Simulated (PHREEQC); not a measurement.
# Acid mine or pickling water (model solution)

Model water analysis in mg/L, 41 °C, pH 1.98, pe 9.4: Na 164; K 250; Ca 343; Mg 98.7; Cl 261; S(6) as SO4 2690; Fe(3) 98.8; Si as SiO2 10.9.

Valence states are taken as typed.

Computed with PHREEQC (ion-association model, wateq4f.dat).

| Quantity | Result |
|---|---|
| ionic strength | 0.0622 mol/kgw |
| total alkalinity | -25.5 meq/kg |
| charge-balance error | 3.0 % |

| species | molality | activity | log γ |
|---|---|---|---|
| H+ | 0.0124 | 0.0105 | -0.075 |
| SO4-2 | 0.0118 | 0.00501 | -0.373 |
| HSO4- | 0.00920 | 0.00739 | -0.096 |
| Cl- | 0.00738 | 0.00585 | -0.101 |
| Na+ | 0.00697 | 0.00562 | -0.094 |
| K+ | 0.00614 | 0.00487 | -0.101 |
| Ca+2 | 0.00557 | 0.00243 | -0.361 |
| CaSO4 | 0.00276 | 0.00280 | 0.006 |
| Mg+2 | 0.00230 | 0.00103 | -0.348 |
| MgSO4 | 0.00177 | 0.00180 | 0.006 |
| FeSO4+ | 0.00140 | 0.00113 | -0.093 |
| KSO4- | 0.000275 | 0.000224 | -0.091 |
| CaHSO4+ | 0.000268 | 0.000216 | -0.095 |
| NaSO4- | 0.000191 | 0.000155 | -0.091 |
| H4SiO4 | 0.000182 | 0.000185 | 0.006 |
| Fe(SO4)2- | 0.000164 | 0.000132 | -0.095 |

Precipitation was switched off in this run. The solution is supersaturated, for example in Jarosite-K, Hematite (slow to form), so a real one may precipitate; this is no full list. Species that the database lacks are ignored. Away from 25 °C the constants follow the database's enthalpies or fits; those with neither stay at their 25 °C values.
